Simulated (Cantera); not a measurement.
Input (Python, Cantera):

```python
import numpy as np
import cantera as ct

gas = ct.Solution("gri30.yaml")
gas.TPX = 2398, 12000, {'CH4': 0.014, 'H2': 1, 'N2': 0.0014}
reactor = ct.IdealGasConstPressureReactor(gas, energy="off", clone=False)
net = ct.ReactorNet([reactor])
net.rtol, net.atol = 1e-08, 1e-18
show = ['CH4', 'H2', 'HCN', 'H', 'C2H2', 'CH2']
times = np.geomspace(6e-05, 6, 11)

steps = ct.SolutionArray(gas, extra=["t"])
rows = []
print(f"{'t/s':>10s}{'T/K':>9s}{'P/Pa':>11s}" + "".join(f"{s:>11s}" for s in show))
for t in times:
    while net.time < t:
        t_next = net.step()
        steps.append(gas.state, t=t_next)
    rows.append([np.interp(t, steps.t, y) for y in (steps.T, steps.P, *steps(*show).X.T)])
    print(f"{t:10.3e}{rows[-1][0]:9.1f}{rows[-1][1]:11.4g}" + "".join(f"{x:11.3e}" for x in rows[-1][2:]))
rate = np.gradient(steps.T, steps.t)
print("integrator steps:", len(steps.t))
if steps.T.max() > steps.T[0] + 200:
    print(f"time of steepest temperature rise: {steps.t[rate.argmax()]:.4e} s")
gas.TPX = 2398, 12000, {'CH4': 0.014, 'H2': 1, 'N2': 0.0014}
gas.equilibrate("TP")
print(f"equilibrium (TP): T = {gas.T:.1f} K  " + "  ".join(f"{s} {gas[s].X[0]:.3e}" for s in show))
```

Result:

```
       t/s      T/K       P/Pa        CH4         H2        HCN          H       C2H2        CH2
 6.000e-05   2398.0    1.2e+04  1.279e-02  9.811e-01  3.783e-11  3.790e-03  5.825e-06  5.221e-06
 1.897e-04   2398.0    1.2e+04  1.078e-02  9.743e-01  2.688e-09  1.100e-02  2.714e-04  3.351e-05
 6.000e-04   2398.0    1.2e+04  5.162e-03  9.663e-01  7.105e-08  2.187e-02  3.043e-03  6.348e-05
 1.897e-03   2398.0    1.2e+04  9.986e-04  9.618e-01  3.579e-07  2.938e-02  5.900e-03  2.535e-05
 6.000e-03   2398.0    1.2e+04  1.688e-04  9.562e-01  7.494e-07  3.560e-02  6.518e-03  6.635e-06
 1.897e-02   2398.0    1.2e+04  3.617e-05  9.504e-01  1.163e-06  4.154e-02  6.607e-03  1.974e-06
 6.000e-02   2398.0    1.2e+04  1.935e-05  9.475e-01  1.787e-06  4.447e-02  6.610e-03  1.219e-06
 1.897e-01   2398.0    1.2e+04  1.901e-05  9.474e-01  3.557e-06  4.460e-02  6.609e-03  1.205e-06
 6.000e-01   2398.0    1.2e+04  1.900e-05  9.474e-01  9.133e-06  4.460e-02  6.606e-03  1.204e-06
 1.897e+00   2398.0    1.2e+04  1.899e-05  9.474e-01  2.660e-05  4.460e-02  6.598e-03  1.204e-06
 6.000e+00   2398.0    1.2e+04  1.896e-05  9.474e-01  8.025e-05  4.460e-02  6.571e-03  1.201e-06
integrator steps: 1236
equilibrium (TP): T = 2398.0 K  CH4 1.813e-05  H2 9.474e-01  HCN 1.493e-03  H 4.460e-02  C2H2 5.866e-03  CH2 1.149e-06
```

Computed with Cantera and GRI-Mech 3.0 (53 species, 325 reactions). GRI-Mech 3.0 stops at C3 and has no aromatics, soot or wall deposition, so with more carbon than oxygen in the feed, carbon stays in small species such as C2H2 where larger ones or solid carbon would form.
